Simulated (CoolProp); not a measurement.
A single-stage vapour-compression cycle with ethane: evaporating at 197.15 K (dew point), condensing at 239.15 K (bubble point), superheat 2 K, subcooling 2 K, compressor efficiency 0.6, no pressure losses. Each further row changes one setting.

Values from CoolProp's reference Helmholtz-energy equation of state, Bücker 2006.

```csv
case,cooling COP,pressure ratio,discharge temperature (K),refrigerating effect (kJ/kg),volumetric capacity (kJ/m³)
as stated,2.31,4.94,306.2,369,1350
evaporating temperature 202.15 K,2.75,3.94,296.5,375,1690
condensing temperature 234.15 K,2.70,4.22,295.2,383,1400
subcooling 7 K,2.40,4.94,306.2,383,1400
superheat 12 K,2.28,4.94,318.9,384,1320
compressor efficiency 0.5,1.93,4.94,322.8,369,1350
```
